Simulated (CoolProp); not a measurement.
R22 at 293.15 K and 1.51 MPa flows at 0.41 m/s in a round tube of 50 mm bore and 45 µm roughness, fully developed (64/Re and Nu = 3.66 if laminar; Colebrook and Gnielinski if turbulent). Each further row changes one setting.

Computed with CoolProp (reference Helmholtz-energy equation of state, Kamei 1995).

| case | Reynolds number | Darcy friction factor | pressure drop (Pa/m) | heat-transfer coefficient (W/(m² K)) | mass flow (kg/h) |
|---|---|---|---|---|---|
| as stated | (withheld) | 0.0208 | (withheld) | (withheld) | 3520 |
| velocity 0.82 m/s | 365000 | 0.0200 | 163 | (withheld) | 7030 |
| diameter 100 mm | 365000 | (withheld) | (withheld) | (withheld) | 14100 |

Problem. What belongs in the gaps?

Solution. 
- as stated, Reynolds number: 182000
- as stated, pressure drop (Pa/m): 42.3
- as stated, heat-transfer coefficient (W/(m² K)): 1170
- velocity 0.82 m/s, heat-transfer coefficient (W/(m² K)): 2260
- diameter 100 mm, Darcy friction factor: 0.0177
- diameter 100 mm, pressure drop (Pa/m): 18.0
- diameter 100 mm, heat-transfer coefficient (W/(m² K)): 1020

Viscosity comes from a separate model (Bell 2016), an estimate that may be off by 10 % or more. Thermal conductivity comes from a separate model (McLinden 2000), an estimate that may be off by 10 % or more.
